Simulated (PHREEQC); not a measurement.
Consider water at 5 °C with 0.0012 mol HF, 0.0025 mol NH4HF2, 0.013 mol (NH4)2SiF6 and 0.00032 mol HCl per kg of water. Closed to the air; pH follows from the charge balance.

Computed with PHREEQC (ion-association model, wateq4f.dat).

No solid was allowed to form.

Task: Order these F species by the share of F that they hold, largest first: F-, HF, SiF6-2.

Result: SiF6-2 (93 %), F- (3.9 %), HF (3.3 %)

The pH is 3.01 and the ionic strength 0.0426 mol/kgw. At this temperature some constants are extrapolated from 25 °C, and those without enthalpy data are left unchanged. SiF6-2 is the database's only silicon fluoride.
